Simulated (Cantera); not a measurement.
An adiabatic, constant-pressure homogeneous reactor starts with CH₃OH : O₂ : N₂ = 1 : 1 : 3.76 (molar parts), equivalence ratio 1.5, at 1348 K and 10.0 bar. Integrator tolerance rtol = 1e-08.

Cantera simulation using GRI-Mech 3.0 (53 species, 325 reactions); the numbers are that mechanism's predictions, not measurements. GRI-Mech 3.0 was tuned for natural gas; its chemistry of methanol as a main component is partial and can be far from experiment.

Problem. What does this change do: initial temperature 1348 to 1000 K?

Solution. 
```json
[
 {"quantity": "time of steepest temperature rise", "before": "0.152 ms", "after": "78.7 ms"},
 {"quantity": "temperature at 7.00 s", "before": "2731 K", "after": "2479 K"},
 {"quantity": "equilibrium temperature", "before": "2731 K", "after": "2479 K"},
 {"quantity": "x(CH₃OH) at 7.00 s", "before": "<1e-12 (gas-phase equilibrium <1e-12)", "after": "<1e-12 (gas-phase equilibrium <1e-12)"},
 {"quantity": "x(O₂) at 7.00 s", "before": "0.000453 (gas-phase equilibrium 0.000453)", "after": "4.72e-5 (gas-phase equilibrium 4.72e-5)"},
 {"quantity": "x(O) at 7.00 s", "before": "0.000278 (gas-phase equilibrium 0.000278)", "after": "2.86e-5 (gas-phase equilibrium 2.86e-5)"},
 {"quantity": "x(H₂O) at 7.00 s", "before": "0.232 (gas-phase equilibrium 0.232)", "after": "0.235 (gas-phase equilibrium 0.235)"},
 {"quantity": "x(N₂O) at 7.00 s", "before": "1.92e-7 (gas-phase equilibrium 1.92e-7)", "after": "4.12e-8 (gas-phase equilibrium 4.12e-8)"}
]
```

Problem. What does this change do: initial temperature 1348 to 1725 K?

Solution. 
```json
[
 {"quantity": "time of steepest temperature rise", "before": "0.152 ms", "after": "4.47 µs"},
 {"quantity": "temperature at 7.00 s", "before": "2731 K", "after": "2951 K"},
 {"quantity": "equilibrium temperature", "before": "2731 K", "after": "2951 K"},
 {"quantity": "x(CH₃OH) at 7.00 s", "before": "<1e-12 (gas-phase equilibrium <1e-12)", "after": "<1e-12 (gas-phase equilibrium <1e-12)"},
 {"quantity": "x(O₂) at 7.00 s", "before": "0.000453 (gas-phase equilibrium 0.000453)", "after": "0.00202 (gas-phase equilibrium 0.00202)"},
 {"quantity": "x(O) at 7.00 s", "before": "0.000278 (gas-phase equilibrium 0.000278)", "after": "0.00137 (gas-phase equilibrium 0.00137)"},
 {"quantity": "x(H₂O) at 7.00 s", "before": "0.232 (gas-phase equilibrium 0.232)", "after": "0.220 (gas-phase equilibrium 0.220)"},
 {"quantity": "x(N₂O) at 7.00 s", "before": "1.92e-7 (gas-phase equilibrium 1.92e-7)", "after": "5.46e-7 (gas-phase equilibrium 5.46e-7)"}
]
```
